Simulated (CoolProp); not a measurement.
A single-stage vapour-compression cycle with R124: evaporating at 217.15 K (dew point), condensing at 270.15 K (bubble point), superheat 10 K, subcooling 8 K, compressor efficiency 0.65, no pressure losses. Each further row changes one setting.

The numbers come from the reference Helmholtz-energy equation of state, de Vries 1995 in CoolProp.

| case | cooling COP | pressure ratio | discharge temperature (K) | refrigerating effect (kJ/kg) | volumetric capacity (kJ/m³) |
|---|---|---|---|---|---|
| as stated | 2.29 | 14.3 | 321.0 | 145 | 107 |
| evaporating temperature 222.15 K | [?] | 10.4 | [?] | 148 | [?] |
| condensing temperature 265.15 K | [?] | [?] | 313.8 | 150 | 111 |
| subcooling 13 K | 2.38 | 14.3 | 321.0 | 150 | 111 |
| superheat 20 K | 2.29 | 14.3 | [?] | 151 | 107 |
| compressor efficiency 0.55 | [?] | 14.3 | [?] | 145 | 107 |

Some entries are withheld; supply them.


- evaporating temperature 222.15 K, cooling COP: 2.65
- evaporating temperature 222.15 K, discharge temperature (K): 315.5
- evaporating temperature 222.15 K, volumetric capacity (kJ/m³): 147
- condensing temperature 265.15 K, cooling COP: 2.59
- condensing temperature 265.15 K, pressure ratio: 11.7
- superheat 20 K, discharge temperature (K): 332.6
- compressor efficiency 0.55, cooling COP: 1.94
- compressor efficiency 0.55, discharge temperature (K): 335.7
